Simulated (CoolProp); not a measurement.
Dodecamethylcyclohexasiloxane (D6) along the isobar 1.31 MPa: fugacity coefficient from the reference equation and from simpler models built on Tc = 645.8 K, pc = 0.9614 MPa, ω = 0.736; each cubic takes its own stable root.

The numbers come from the reference Helmholtz-energy equation of state, Colonna 2008 in CoolProp. It is a short technical equation, of lower accuracy than the large ones.

| T (K) | phase | reference |
|---|---|---|
| 361.3 | liquid | 0.0003425 |
| 383.9 | liquid | 0.001129 |
| 406.4 | liquid | 0.003107 |
| 429 | liquid | 0.007427 |
| 451.6 | liquid | 0.01573 |
| 474.2 | liquid | 0.03010 |
| 496.8 | liquid | 0.05286 |
| 519.4 | liquid | 0.08624 |
| 542 | liquid | 0.1320 |
| 564.5 | liquid | 0.1909 |
| 587.1 | liquid | 0.2631 |
| 609.7 | liquid | 0.3468 |

**Question.** How far does each simpler model (van der Waals, Soave-Redlich-Kwong) lie from the reference over these 12 states: mean and median of the absolute difference, and the worst?

**Answer.** 
- van der Waals: mean 2561.7 %, median 475.0 %, worst +16440.1 % at 361.3 K and 1.31 MPa
- Soave-Redlich-Kwong: mean 4.0 %, median 3.4 %, worst +7.4 % at 609.7 K and 1.31 MPa
